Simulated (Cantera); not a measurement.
An adiabatic, constant-pressure homogeneous reactor starts with 10.5 % CH₄, 12.7 % H₂, 16.1 % O₂, 60.7 % N₂, equivalence ratio 1.7, at 1400 K and 1.78 atm.

Cantera simulation using GRI-Mech 3.0 (53 species, 325 reactions); the numbers are that mechanism's predictions, not measurements.

x: mole fraction; the columns are a selection and need not sum to one.

```tsv
t (s)	T (K)	x CH₄	x H₂	x O₂	x CH₂O	x CH₂	x NO
1.00e-6	1400	0.105	0.127	0.161	2.26e-10	<1e-12	<1e-12
3.55e-6	1400	0.105	0.127	0.161	(withheld)	<1e-12	<1e-12
1.26e-5	1400	0.105	0.127	0.161	(withheld)	2.54e-12	<1e-12
4.47e-5	1401	0.105	0.126	0.161	(withheld)	1.19e-8	1.18e-12
0.000159	2132	0.0203	0.127	0.0593	(withheld)	0.000179	5.71e-7
0.000563	2671	4.83e-12	0.128	0.000194	7.53e-9	1.73e-12	0.000281
0.00200	2670	5.02e-12	0.128	0.000188	7.57e-9	1.75e-12	0.000558
0.00710	2669	5.08e-12	0.128	0.000185	7.58e-9	1.76e-12	0.000764
0.0252	2669	5.08e-12	0.128	0.000185	7.58e-9	1.76e-12	0.000770
0.0894	2669	5.08e-12	0.128	0.000185	7.58e-9	1.76e-12	0.000770
0.317	2669	5.08e-12	0.128	0.000185	7.58e-9	1.76e-12	0.000770
1.13	2669	5.08e-12	0.128	0.000185	7.58e-9	1.76e-12	0.000770
4.00	2669	5.08e-12	0.128	0.000185	7.58e-9	1.76e-12	0.000770
```

Problem. Complete the blanks.

Solution. 
- 3.55e-6, x CH₂O: 4.73e-9
- 1.26e-5, x CH₂O: 1.23e-7
- 4.47e-5, x CH₂O: 3.35e-5
- 0.000159, x CH₂O: 0.000867
